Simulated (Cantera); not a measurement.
A jet of CH4 : O2 : N2 = 0.025 : 0.13 : 0.79 (molar parts), equivalence ratio 0.38 at 300 K and 368 Torr hits a platinum plate 3.9 cm away at a mass flux of 0.058 kg/m²/s; the plate temperature is set and raised in steps from an oxygen-covered start.

Cantera simulation using Deutschmann's 1995 Pt surface mechanism with GRI-Mech 3.0 gas chemistry; the numbers are that mechanism's predictions, not measurements. Catalytic surfaces can have several steady states; this one follows from the mechanism file's or the stated starting coverage.

One state of this run: wall x CH4 = 0.000846; wall x O2 = 0.0838; wall x H2O = 0.0471; wall x OH = 2.94e-6; wall x CO = 6.79e-6; wall x CO2 = 0.0306; θ free Pt = 0.482; θ O* = 0.516; θ OH* = 0.00189. x: mole fraction at the wall; θ: surface coverage.

Problem. Which value of plate T (K) does it belong to?
A. 950
B. 1050
C. 1200
D. 1100

Solution. C, 1200
